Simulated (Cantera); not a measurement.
Charge: 1 mol Al, 0.06 mol Cl₂, 9 mol N₂, at 800 K and 0.100 bar.

Cantera equilibrium calculation (NASA polynomials, part measured and part estimated; ideal gas, pure solids and liquids). Candidate condensed phases: Al, AlCl₃, AlN; 11 gas species. The numbers say what is thermodynamically allowed, not how fast it happens.

Base state: N₂ 0.995, AlCl₃ 0.00466 (mole fractions); condensed: AlN(s).

Task: What changes in the equilibrium state with this change: Al replaced by Fe₃O₄?

Result: 
| species | before | after |
|---|---|---|
| N₂ | 0.995 | 0.999 |
| FeCl₂ | 0 | 0.000939 |
| FeCl₃ | 0 | 0.000480 |
| AlCl₃ | 0.00466 | 0 |
| Fe₂Cl₄ | 0 | 7.61e-5 |
| AlN(s), mol | 0.960 | 0 |
| FeCl₂(s), mol | 0 | 0.0436 |
| Fe₂O₃(s), mol | 0 | 0.231 |
| Fe₃O₄(s), mol | 0 | 0.827 |
Condensed phases not in the tables: FeOCl. Further candidate phases: Fe, FeCl₂, FeCl₃, FeO, Fe₂O₃, Fe₃O₄.
